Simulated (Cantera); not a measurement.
Charge: 1 mol NiS, 0.37 mol H2, held at 0.0133 bar.

Cantera equilibrium calculation (NASA polynomials, part measured and part estimated; ideal gas, pure solids and liquids). Candidate condensed phases: Ni, NiS, NiS2, Ni3S2, Ni3S4, S; 9 gas species. Gases not in the tables: S3 to S7. Rates play no part.

x: gas mole fraction; n: condensed amount in mol.

```csv
T (K),x H2,x H2S,x S2,x SH,x S,n Ni3S2(l)
1175,0.384,0.465,0.150,0.000748,(withheld),0.333
1225,0.434,0.389,0.176,0.00117,(withheld),0.333
1275,0.478,0.322,0.199,0.00174,(withheld),0.333
1325,0.515,0.264,0.218,0.00247,(withheld),0.333
1375,0.547,0.215,0.235,0.00338,(withheld),0.333
1425,0.572,0.175,0.248,0.00446,(withheld),0.333
1475,0.593,0.143,0.258,0.00573,(withheld),0.333
1525,0.609,0.117,0.266,0.00719,(withheld),0.333
1575,0.622,0.0963,0.273,0.00885,(withheld),0.333
1625,0.631,0.0797,0.277,0.0107,(withheld),0.333
1675,0.638,0.0664,0.280,0.0128,(withheld),0.333
1725,0.644,0.0556,0.282,0.0150,(withheld),0.333
1775,0.647,0.0468,0.283,0.0174,(withheld),0.333
```

Task: Some entries are withheld; supply them.

Result: 
- 1175, x S: 1.12e-6
- 1225, x S: 2.98e-6
- 1275, x S: 7.30e-6
- 1325, x S: 1.66e-5
- 1375, x S: 3.51e-5
- 1425, x S: 7.02e-5
- 1475, x S: 0.000133
- 1525, x S: 0.000242
- 1575, x S: 0.000422
- 1625, x S: 0.000708
- 1675, x S: 0.00115
- 1725, x S: 0.00182
- 1775, x S: 0.00279
